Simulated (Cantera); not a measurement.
Input: 1 mol Si3H8, 4.9 mol HCl, 34 mol H2, at 4.40 mbar.

Equilibrium computed with Cantera from the NASA thermochemical tables; the gas is ideal and each condensed phase is pure. Candidate condensed phases: Si; 19 gas species. The feed counts by its element totals alone. The tables' values for SiCl3 are old estimates; treat these amounts as uncertain. Equilibrium is a limit: real reactors are often held back by kinetics, nucleation or transport. All values below are at 1500 K.

Base state: H2 0.906, HCl 0.0743, SiCl2 0.0196, H 0.000253, SiCl3 0.000252, Cl 1.67e-5, SiHCl3 1.30e-5, SiCl4 1.03e-5 (mole fractions); condensed: Si(s).

Q: What changes in the equilibrium state with this change: HCl from 4.9 to 1.7 mol?

A: 
```
species       before    after
----------  --------  -------
H2             0.906    0.961
HCl           0.0743   0.0347
SiCl2         0.0196  0.00402
SiCl4        1.03e-5  4.36e-7
SiCl3       0.000252  2.35e-5
SiHCl3       1.30e-5  1.25e-6
Cl           1.67e-5  7.57e-6
Si(s), mol      2.15     2.84
```
